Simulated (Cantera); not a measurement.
A Cantera script and its output.

```python
import numpy as np
import cantera as ct

gas = ct.Solution("gri30.yaml", transport_model="mixture-averaged")
show = ['CO2', 'H2O', 'N2']

rows = []
print(f"{'T/K':>7s}{'rho':>11s}{'cp':>10s}{'mu':>11s}{'lambda':>11s}{'Pr':>7s}" + "".join(f"{'D_' + s:>11s}" for s in show))
for T in [400, 500, 600, 700, 800, 900, 1000, 1100]:
    gas.TPX = T, 1333, {'CH3OH': 0.83, 'CH4': 0.4, 'C2H4': 0.99}
    Pr = gas.cp_mass * gas.viscosity / gas.thermal_conductivity
    D = [gas.mix_diff_coeffs_mole[gas.species_index(s)] for s in show]
    rows.append([gas.density, gas.cp_mass, gas.viscosity, gas.thermal_conductivity, Pr, *D])
    print(f"{T:7g}{gas.density:11.4e}{gas.cp_mass:10.1f}{gas.viscosity:11.4e}"
          f"{gas.thermal_conductivity:11.4e}{Pr:7.3f}" + "".join(f"{d:11.4e}" for d in D))
print("SI units: kg/m3, J/kg/K, Pa s, W/m/K, m2/s")
```

It prints:

```
    T/K        rho        cp         mu     lambda     Pr      D_CO2      D_H2O       D_N2
    400 1.0974e-02    1825.9 1.3441e-05 3.3970e-02  0.722 1.5846e-03 2.2549e-03 2.1536e-03
    500 8.7796e-03    2133.1 1.6556e-05 4.8646e-02  0.726 2.4177e-03 3.5095e-03 3.2176e-03
    600 7.3163e-03    2421.8 1.9481e-05 6.4543e-02  0.731 3.3875e-03 5.0022e-03 4.4393e-03
    700 6.2711e-03    2670.9 2.2234e-05 8.0987e-02  0.733 4.4826e-03 6.7130e-03 5.8067e-03
    800 5.4872e-03    2877.4 2.4831e-05 9.7606e-02  0.732 5.6941e-03 8.6256e-03 7.3109e-03
    900 4.8775e-03    3056.4 2.7293e-05 1.1418e-01  0.731 7.0147e-03 1.0727e-02 8.9445e-03
   1000 4.3898e-03    3241.2 2.9635e-05 1.3058e-01  0.736 8.4388e-03 1.3006e-02 1.0702e-02
   1100 3.9907e-03    3387.7 3.1871e-05 1.4672e-01  0.736 9.9613e-03 1.5453e-02 1.2577e-02
SI units: kg/m3, J/kg/K, Pa s, W/m/K, m2/s
```

Detailed kinetics in Cantera: GRI-Mech 3.0 (53 species, 325 reactions). Polar gases are described roughly by these parameters. The composition is frozen, though it would react at the higher temperatures.
